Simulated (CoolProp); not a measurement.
Vapour-liquid equilibrium of methanol (1) + benzene (2) at 95.95 °C; x and y are mole fractions of (1).

Model: multi-fluid Helmholtz-energy mixture model, de Reuck 1993 and Thol 2012; pair parameters Bell 2016, in CoolProp.

```json
[
 {"x": "0.05", "bubble pressure (kPa)": "221.2", "y at the bubble point": "0.271", "dew pressure at overall composition x (kPa)": "170.1", "liquid density (mol/L)": "10.43"},
 {"x": "0.2", "bubble pressure (kPa)": "305.8", "y at the bubble point": "0.509", "dew pressure at overall composition x (kPa)": "202.8", "liquid density (mol/L)": "11.30"},
 {"x": "0.35", "bubble pressure (kPa)": "333.0", "y at the bubble point": "0.575", "dew pressure at overall composition x (kPa)": "244.8", "liquid density (mol/L)": "12.40"},
 {"x": "0.5", "bubble pressure (kPa)": "343.7", "y at the bubble point": "0.614", "dew pressure at overall composition x (kPa)": "302.1", "liquid density (mol/L)": "13.80"},
 {"x": "0.65", "bubble pressure (kPa)": "348.5", "y at the bubble point": "0.664", "dew pressure at overall composition x (kPa)": "347.9", "liquid density (mol/L)": "15.61"},
 {"x": "0.8", "bubble pressure (kPa)": "344.4", "y at the bubble point": "0.754", "dew pressure at overall composition x (kPa)": "339.3", "liquid density (mol/L)": "17.97"},
 {"x": "0.95", "bubble pressure (kPa)": "322.8", "y at the bubble point": "0.920", "dew pressure at overall composition x (kPa)": "318.3", "liquid density (mol/L)": "21.08"}
]
```

y crosses x between x = 0.65 and 0.8: the model has an azeotrope there.

Pair parameters are fitted to limited data, so mixtures are less certain than the pure fluids. With so large a gap from Raoult's law the liquid may split in two, which this calculation doesn't test in full.
